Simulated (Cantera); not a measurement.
Feed: 1 mol Si(CH3)4, 1200 mol H2, held at 100000 Pa.

Cantera equilibrium calculation (NASA polynomials, part measured and part estimated; ideal gas, pure solids and liquids). Candidate condensed phases: C, C6H6, C7H8, C8H18, Si, SiC; 87 gas species. The numbers say what is thermodynamically allowed, not how fast it happens.

**Question.** Which condensed phases are stable at each of these points (T (°C)): 927, 977, 1027, 1077, 1127, 1177, 1227, 1277, 1327, 1377, 1427, 1477, 1527?

**Answer.** 
| T (°C) | condensed phases | Si condensed (%) |
|---|---|---|
| 927 | SiC(s) | 100.0 |
| 977 | SiC(s) | 100.0 |
| 1027 | SiC(s) | 100.0 |
| 1077 | SiC(s) | 100.0 |
| 1127 | SiC(s) | 100.0 |
| 1177 | SiC(s) | 100.0 |
| 1227 | SiC(s) | 100.0 |
| 1277 | C(graphite) + SiC(s) | 100.0 |
| 1327 | C(graphite) + SiC(s) | 100.0 |
| 1377 | C(graphite) + SiC(s) | 100.0 |
| 1427 | C(graphite) + SiC(s) | 100.0 |
| 1477 | C(graphite) + SiC(s) | 99.9 |
| 1527 | C(graphite) + SiC(s) | 99.9 |

From 927 °C to 1227 °C the condensed part is SiC(s). From 1277 °C to 1527 °C the condensed part is C(graphite) + SiC(s).
